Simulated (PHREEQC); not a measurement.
Solution (75 °C): 0.23 mol Mn(NO3)2, 0.28 mol FeCl3 and 0.0045 mol LiNO3 per kg of water. Closed to the air; pH follows from the charge balance.

The numbers come from PHREEQC with the ion-association model, phreeqc.dat.

Each row changes one thing in this solution. No solid was allowed to form.

```json
[
 {"case": "as made", "pH": "1.71", "ionic strength (mol/kgw)": "1.45"},
 {"case": "Mn(NO3)2 left out", "pH": "1.67", "ionic strength (mol/kgw)": "0.890"},
 {"case": "FeCl3 left out", "pH": "5.18", "ionic strength (mol/kgw)": "0.669"},
 {"case": "diluted 100-fold with water", "pH": "2.53", "ionic strength (mol/kgw)": "0.0177"},
 {"case": "LiNO3 from 0.0045 to 0.045 mol/kgw", "pH": "1.71", "ionic strength (mol/kgw)": "1.49"},
 {"case": "FeCl3 replaced by KCl at the same molality", "pH": "5.23", "ionic strength (mol/kgw)": "0.887"}
]
```

The ionic strength passes 0.7 mol/kgw, the rough limit of the ion-association models, in as made; Mn(NO3)2 left out; LiNO3 from 0.0045 to 0.045 mol/kgw; FeCl3 replaced by KCl at the same molality. Species that the database lacks are ignored. Some of these states are supersaturated (in Hematite (slow to form), Goethite (slow to form), for instance). At this temperature some constants are extrapolated from 25 °C, and those without enthalpy data are left unchanged.
